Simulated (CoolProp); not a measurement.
n-dodecane along the isotherm 332.65 °C: fugacity coefficient from the reference equation and from simpler models built on Tc = 385.0 °C, pc = 1.818 MPa, ω = 0.574; each cubic takes its own stable root.

Computed with CoolProp (reference Helmholtz-energy equation of state, Lemmon 2004). It is a short technical equation, of lower accuracy than the large ones.

```tsv
p (MPa)	phase	reference
0.0575	gas	0.9826
0.102	gas	0.9692
0.182	gas	0.9453
0.323	gas	0.9037
0.575	gas	0.8308
1.02	liquid	0.6482
1.82	liquid	0.3852
3.23	liquid	0.2400
5.75	liquid	0.1603
10.2	liquid	0.1212
18.2	liquid	0.1123
```

Task: How far does each simpler model (Soave-Redlich-Kwong, Peng-Robinson) lie from the reference over these 11 states: mean and median of the absolute difference, and the worst?

Result: 
- Soave-Redlich-Kwong: mean 8.9 %, median 6.5 %, worst +30.8 % at 332.65 °C and 18.2 MPa
- Peng-Robinson: mean 3.9 %, median 3.7 %, worst +10.3 % at 332.65 °C and 18.2 MPa
